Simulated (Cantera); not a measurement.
An isothermal, constant-pressure homogeneous reactor starts with C₂H₆ : N₂ = 1 : 2.8 (molar parts), at 1750 K and 0.825 Torr.

Model: GRI-Mech 3.0 (53 species, 325 reactions), integrated in Cantera. GRI-Mech 3.0 stops at C3 and has no aromatics, soot or wall deposition, so with more carbon than oxygen in the feed, carbon stays in small species such as C2H2 where larger ones or solid carbon would form. Radical loss at walls, strong at low pressure, is not modelled.

x: mole fraction; the columns are a selection and need not sum to one.

```
t (s)         x C₂H₆       x CH₃       x C₂H       x CH₄   x C₂H₂       x HCN
--------  ----------  ----------  ----------  ----------  -------  ----------
0.000700       0.203      0.0584     5.07e-9     0.00586  3.46e-5     6.78e-8
0.00236       0.0657      0.0995     2.06e-6      0.0388  0.00706     1.23e-6
0.00798     0.000660      0.0317     1.24e-5      0.0757   0.0834     4.69e-6
0.0270       4.70e-5     0.00798     5.85e-6      0.0669    0.132     5.83e-6
0.0911       1.37e-5     0.00352     3.35e-6      0.0569    0.149     6.18e-6
0.308     (withheld)  (withheld)     2.54e-6  (withheld)    0.156     6.52e-6
1.04         2.26e-6     0.00130     2.57e-6      0.0290    0.162     7.15e-6
3.51         4.72e-7    0.000639     3.43e-6      0.0110    0.168     9.12e-6
11.8         2.08e-8    0.000176     6.84e-6     0.00154    0.172     1.74e-5
40.0        9.41e-11  (withheld)  (withheld)  (withheld)    0.172  (withheld)
```

Problem. Complete the blanks.

Solution. 
- 0.308, x C₂H₆: 5.55e-6
- 0.308, x CH₃: 0.00206
- 0.308, x CH₄: 0.0452
- 40.0, x CH₃: 1.73e-5
- 40.0, x C₂H: 1.39e-5
- 40.0, x CH₄: 7.45e-5
- 40.0, x HCN: 4.33e-5
